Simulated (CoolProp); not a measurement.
A simple Rankine cycle with n-pentane: condensing at 329.15 K, boiler at 1.52 MPa, turbine inlet 460.4 K, turbine efficiency 0.9, pump efficiency 0.6, no recuperator. Each further row changes one setting.

Values from CoolProp's reference Helmholtz-energy equation of state, Thol 2019.

```
case                             thermal efficiency (%)  net work (kJ/kg)  heat in (kJ/kg)  turbine exit temperature (K)  volume ratio over the turbine
-------------------------------  ----------------------  ----------------  ---------------  ----------------------------  -----------------------------
as stated                                          13.8              80.6              584                         409.6                           8.49
turbine inlet 480.4 K                              13.5              86.1              637                         430.8                           8.27
condensing temperature 321.15 K                    15.0              90.4              604                         404.5                           10.8
boiler pressure 1.06 MPa                           11.7              70.1              598                         420.5                           5.64
turbine efficiency 0.8                             12.2              71.2              584                         413.8                           8.58
```
